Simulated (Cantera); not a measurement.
Feed: 1 mol MgSO4, 0.7 mol C, 3.4 mol H2O, at 100000 Pa.

Equilibrium computed with Cantera from the NASA thermochemical tables; the gas is ideal and each condensed phase is pure. Candidate condensed phases: C, C6H6, C7H8, C8H18, H2O, H2SO4, Mg, MgCO3, MgO, Mg(OH)2, MgS, MgSO4, S; 130 gas species. Gases not in the tables: S3 to S7. The numbers say what is thermodynamically allowed, not how fast it happens. All values below are at 800 °C.

Base state: H2O 0.665, SO2 0.169, CO2 0.140, H2S 0.0145, S2 0.00789, H2 0.00251, S2O 0.000615, CO 0.000487 (mole fractions); condensed: MgO(s).

Task: What changes in the equilibrium state with this change: C from 0.7 to 0.38 mol?

Result: 
| species | before | after |
|---|---|---|
| H2O | 0.665 | 0.749 |
| SO2 | 0.169 | 0.167 |
| CO2 | 0.140 | 0.0837 |
| H2S | 0.0145 | <1e-9 |
| S2 | 0.00789 | <1e-9 |
| S2O | 0.000615 | <1e-9 |
| COS | 8.89e-5 | <1e-9 |
| CO | 0.000487 | 1.43e-7 |
| SO | 2.18e-5 | 1.06e-8 |
| MgO(s), mol | 1.00 | 0.760 |
| MgSO4(s), mol | 0 | 0.240 |
Mutual solubility and eutectic melting of coexisting phases are not modelled.
